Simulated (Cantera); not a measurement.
Standard-state values (1 bar) from the NASA 1993 polynomials, evaluated with Cantera. Values are per mole of reaction as written; species without (g) are pure solids or liquids, kept so even where they would boil at 1 bar.

7 Ta + 12 OH(g) + 2 N2O(g) = 7 TaO2(g) + 4 NH3(g)

```
T (K)  ΔH° (kJ)  ΔS° (J/K)  ΔG° (kJ)  log10 K
-----  --------  ---------  --------  -------
2100        ___        ___       ___      ___
2250        ___        ___       ___      ___
2400        ___        ___       ___      ___
2550    -2389.6     -386.6   -1403.7    28.75
2700    -2403.1     -391.8   -1345.3    26.03
2850    -2418.1     -397.2   -1286.2    23.57
3000        ___        ___       ___      ___
```

Question: Complete the blanks.

Answer: 
- 2100, ΔH° (kJ): -2355.9
- 2100, ΔS° (J/K): -372.1
- 2100, ΔG° (kJ): -1574.4
- 2100, log10 K: 39.16
- 2250, ΔH° (kJ): -2366.2
- 2250, ΔS° (J/K): -376.9
- 2250, ΔG° (kJ): -1518.2
- 2250, log10 K: 35.25
- 2400, ΔH° (kJ): -2377.4
- 2400, ΔS° (J/K): -381.7
- 2400, ΔG° (kJ): -1461.3
- 2400, log10 K: 31.80
- 3000, ΔH° (kJ): -2434.9
- 3000, ΔS° (J/K): -402.9
- 3000, ΔG° (kJ): -1226.2
- 3000, log10 K: 21.35
